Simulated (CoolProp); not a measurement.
Properties of carbon monoxide along the isotherm 268.1 K (Tc = 132.9 K, pc = 3.498 MPa, ω = 0.050).

The numbers come from the reference Helmholtz-energy equation of state, Lemmon 2006 in CoolProp. It is a short technical equation, of lower accuracy than the large ones.

```csv
p (MPa),phase,speed of sound (m/s),Joule-Thomson coefficient (K/MPa),isothermal compressibility (1/MPa),expansivity (1/kK),fugacity coefficient
0.875,gas,334.4,3.054,1.150,3.864,0.9937
1.75,gas,335.4,2.949,0.5774,3.995,0.9878
2.62,gas,336.6,2.844,0.3870,4.121,0.9823
3.5,supercritical,338.2,2.736,0.2904,4.245,0.9770
4.37,supercritical,340.0,2.630,0.2328,4.363,0.9721
5.25,supercritical,342.1,2.522,0.1937,4.476,0.9675
6.12,supercritical,344.4,2.416,0.1660,4.580,0.9632
7,supercritical,347.0,2.309,0.1447,4.678,0.9592
7.87,supercritical,349.9,2.204,0.1282,4.766,0.9556
8.75,supercritical,353.0,2.099,0.1147,4.846,0.9522
```
